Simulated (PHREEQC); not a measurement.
Consider water at 25 °C with 2.8 mol/kgw NaCl and 2.9 mol/kgw MgCl2. Closed to the air; pH follows from the charge balance.

Equilibrium calculation in PHREEQC: Pitzer model, pitzer.dat.

This is a speciation only: nothing precipitates in the calculation.

### Question
What activity of water does the model give?

### Answer
activity of water 0.570.

The solution is supersaturated, for example in Halite, so a real one may precipitate; this is no full list.
